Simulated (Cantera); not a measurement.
# Adiabatic ignition

An adiabatic, constant-pressure homogeneous reactor starts with 13.9 % CH3OH, 17.4 % O2, 65.3 % N2, 3.47 % H2O, at 1800 K and 1000000 Pa.

Detailed kinetics in Cantera: GRI-Mech 3.0 (53 species, 325 reactions). GRI-Mech 3.0 was tuned for natural gas; its chemistry of methanol as a main component is partial and can be far from experiment.

```json
[
 {"t (s)": "1.00e-6", "T (K)": "1812", "x CH3OH": "0.125", "x O2": "0.166", "x H2O": "0.0415", "x H2": "0.00491", "x C2H4": "2.52e-6"},
 {"t (s)": "3.88e-6", "T (K)": "2676", "x CH3OH": "<1e-12", "x O2": "0.0210", "x H2O": "0.202", "x H2": "0.0407", "x C2H4": "<1e-12"},
 {"t (s)": "1.51e-5", "T (K)": "2998", "x CH3OH": "<1e-12", "x O2": "0.0107", "x H2O": "0.228", "x H2": "0.0315", "x C2H4": "<1e-12"},
 {"t (s)": "5.85e-5", "T (K)": "2994", "x CH3OH": "<1e-12", "x O2": "0.00993", "x H2O": "0.228", "x H2": "0.0319", "x C2H4": "<1e-12"},
 {"t (s)": "0.000227", "T (K)": "2984", "x CH3OH": "<1e-12", "x O2": "0.00890", "x H2O": "0.228", "x H2": "0.0326", "x C2H4": "<1e-12"},
 {"t (s)": "0.000881", "T (K)": "2983", "x CH3OH": "<1e-12", "x O2": "0.00877", "x H2O": "0.228", "x H2": "0.0327", "x C2H4": "<1e-12"},
 {"t (s)": "0.00342", "T (K)": "2983", "x CH3OH": "<1e-12", "x O2": "0.00877", "x H2O": "0.228", "x H2": "0.0327", "x C2H4": "<1e-12"},
 {"t (s)": "0.0133", "T (K)": "2983", "x CH3OH": "<1e-12", "x O2": "0.00877", "x H2O": "0.228", "x H2": "0.0327", "x C2H4": "<1e-12"},
 {"t (s)": "0.0515", "T (K)": "2983", "x CH3OH": "<1e-12", "x O2": "0.00877", "x H2O": "0.228", "x H2": "0.0327", "x C2H4": "<1e-12"},
 {"t (s)": "0.200", "T (K)": "2983", "x CH3OH": "<1e-12", "x O2": "0.00877", "x H2O": "0.228", "x H2": "0.0327", "x C2H4": "<1e-12"}
]
```
x: mole fraction; the columns are a selection and need not sum to one.

```json
{
 "time_of_steepest_temperature_rise": "2.67 µs",
 "temperature at 0.200 s": "2983 K",
 "equilibrium_temperature": "2983 K",
 "x(CH3OH) at 0.200 s": "<1e-12 (gas-phase equilibrium <1e-12)",
 "x(O2) at 0.200 s": "0.00877 (gas-phase equilibrium 0.00877)",
 "x(H2O) at 0.200 s": "0.228 (gas-phase equilibrium 0.228)"
}
```
